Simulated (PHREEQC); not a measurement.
**Brine (model solution)**

Dissolve 1.5 mol H2SO4, 0.18 mol CaCl2 and 0.075 mol NaCl per kg of water at 25 °C. Closed to the air; pH follows from the charge balance.

The numbers come from PHREEQC with the ion-association model, wateq4f.dat.

No solid was allowed to form.

Question: Predict the pH, activity of water.

Answer: pH -0.06; activity of water 0.938.

Question: In which forms is Na present?

Answer: Na+ 96 %, NaSO4- 4.2 % of the Na.

Saturation is exceeded, for instance for Gypsum; the values hold only as long as no solid forms. The ionic strength is past about 0.7 mol/kgw, beyond the range of this activity model, so the values are rough.
